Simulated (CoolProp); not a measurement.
Properties of normal hydrogen along the isotherm 40.1 K.

The numbers come from the reference Helmholtz-energy equation of state, Leachman 2009 in CoolProp.

```csv
p (MPa),phase,density (kg/m³),cv (kJ/(kg K)),fugacity coefficient
0.72,gas,4.923,6.400,[?]
1.44,supercritical,11.62,[?],0.7930
2.16,supercritical,[?],7.050,0.6960
2.88,supercritical,35.11,[?],0.6092
3.6,supercritical,43.45,[?],0.5441
4.32,supercritical,48.34,6.609,0.4984
5.04,supercritical,[?],6.581,0.4660
5.76,supercritical,54.27,6.578,0.4426
6.48,supercritical,56.36,6.585,0.4256
```

Fill in the missing entries.


- 0.72, fugacity coefficient: 0.8944
- 1.44, cv (kJ/(kg K)): 6.681
- 2.16, density (kg/m³): 21.97
- 2.88, cv (kJ/(kg K)): 6.952
- 3.6, cv (kJ/(kg K)): 6.701
- 5.04, density (kg/m³): 51.70
